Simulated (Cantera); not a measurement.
Halide evaporation, hydrolysis and transport: MgCl₂ + H₂ + N₂ + O₂

Charge: 1 mol MgCl₂, 2 mol H₂, 210 mol N₂, 9.1 mol O₂, held at 0.00370 bar.

Equilibrium computed with Cantera from the NASA thermochemical tables; the gas is ideal and each condensed phase is pure. Candidate condensed phases: H₂O, Mg, MgCl₂, MgO, Mg(OH)₂, NH₄Cl; 38 gas species. The numbers say what is thermodynamically allowed, not how fast it happens.

From 1277 °C to 1877 °C the condensed part is MgO(s). The main Mg-bearing gas is MgCl₂ at 1277 °C and Mg at 1877 °C. The share of Mg in condensed phases is highest at 1277 °C (98.5 %) and lowest at 1877 °C (40.6 %).

| T (°C) | x N₂ | x O₂ | x HCl | x H₂O | x Cl | x O | x NO | x OH | n MgO(s) |
|---|---|---|---|---|---|---|---|---|---|
| 1277 | 0.949 | 0.0357 | 0.00679 | 0.00561 | 0.00211 | 2.43e-5 | 0.000702 | 7.35e-5 | 0.985 |
| 1377 | 0.949 | 0.0353 | 0.00600 | 0.00595 | 0.00284 | 8.00e-5 | 0.00107 | 0.000162 | 0.979 |
| 1477 | 0.948 | 0.0347 | 0.00521 | 0.00624 | 0.00359 | 0.000229 | 0.00156 | 0.000326 | 0.974 |
| 1577 | 0.947 | 0.0340 | 0.00445 | 0.00642 | 0.00430 | 0.000585 | 0.00216 | 0.000603 | 0.968 |
| 1677 | 0.946 | 0.0331 | 0.00375 | 0.00642 | 0.00496 | 0.00135 | 0.00289 | 0.00103 | 0.957 |
| 1777 | 0.944 | 0.0318 | 0.00309 | 0.00612 | 0.00557 | 0.00285 | 0.00373 | 0.00163 | 0.885 |
| 1877 | 0.938 | 0.0307 | 0.00246 | 0.00540 | 0.00610 | 0.00563 | 0.00469 | 0.00236 | 0.406 |
x: gas mole fraction; n: condensed amount in mol.
